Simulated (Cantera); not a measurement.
**Carbon deposition, reforming and gasification: C₆H₆ + H₂O**

Charge: 1 mol C₆H₆, 0.79 mol H₂O, held at 0.100 bar.

These are equilibrium values from Cantera (NASA tables, ideal gas, pure condensed phases), not measurements of a reactor. Candidate condensed phases: C, C₆H₆, C₇H₈, C₈H₁₈, H₂O; 110 gas species. Equilibrium is a limit: real reactors are often held back by kinetics, nucleation or transport.

From 800 K to 1900 K the condensed part is C(graphite). The main C-bearing gas is CH₄ at 800 K and CO at 1900 K.

```csv
T (K),x H₂,x CO,x H₂O,x CH₄,x CO₂,x H,n C(graphite)
800,0.747,0.0542,0.0947,0.0750,0.0290,7.92e-12,5.40
900,0.808,0.135,0.0265,0.0204,0.0102,3.32e-10,5.28
1000,0.820,0.166,0.00539,0.00643,0.00157,6.50e-9,5.21
1100,0.825,0.171,0.00126,0.00244,0.000259,7.42e-8,5.21
1200,0.826,0.172,0.000369,0.00108,5.61e-5,5.67e-7,5.21
1300,0.827,0.172,0.000130,0.000538,1.54e-5,3.18e-6,5.21
1400,0.827,0.172,5.31e-5,0.000296,5.10e-6,1.40e-5,5.21
1500,0.827,0.172,2.45e-5,0.000176,1.97e-6,5.06e-5,5.21
1600,0.827,0.172,1.25e-5,0.000112,8.65e-7,0.000156,5.21
1700,0.827,0.172,6.88e-6,7.49e-5,4.20e-7,0.000424,5.21
1800,0.826,0.172,4.06e-6,5.25e-5,2.22e-7,0.00103,5.21
1900,0.825,0.172,2.54e-6,3.83e-5,1.26e-7,0.00228,5.21
```
x: gas mole fraction; n: condensed amount in mol.
